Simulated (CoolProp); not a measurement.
Vapour-liquid equilibrium of cyclopropane (1) + R134a (2) at 321.8 K; x and y are mole fractions of (1).

Model: multi-fluid Helmholtz-energy mixture model, Polt 1992 and Tillner-Roth 1994; pair parameters Bell 2016, in CoolProp. This equation is an older, rougher fit; its heat capacities, sound speeds and derivatives of the liquid may be far off and weren't checked against measurements.

```tsv
x	bubble pressure (kPa)	y at the bubble point	dew pressure at overall composition x (kPa)	liquid density (mol/L)
0.05	1362	0.093	1320	10.89
0.125	1472	0.204	1393	10.94
0.2	1556	0.290	…	11.01
0.275	1618	0.359	…	11.10
0.35	1661	0.417	1611	11.22
0.425	1688	0.467	1666	11.37
0.5	1700	0.513	1698	11.56
0.575	1699	0.558	1695	11.79
0.65	1685	0.603	1658	12.05
0.725	1656	0.653	1594	12.36
0.8	1607	0.712	1517	12.70
0.875	1530	0.788	1437	13.08
0.95	1414	…	1357	13.49
```

Problem. What belongs in the gaps?

Solution. 
- 0.2, dew pressure at overall composition x (kPa): 1468
- 0.275, dew pressure at overall composition x (kPa): 1542
- 0.95, y at the bubble point: 0.896

y crosses x between x = 0.5 and 0.575: the model has an azeotrope there.

The pair parameters rest on a limited set of measurements; away from them the model extrapolates.
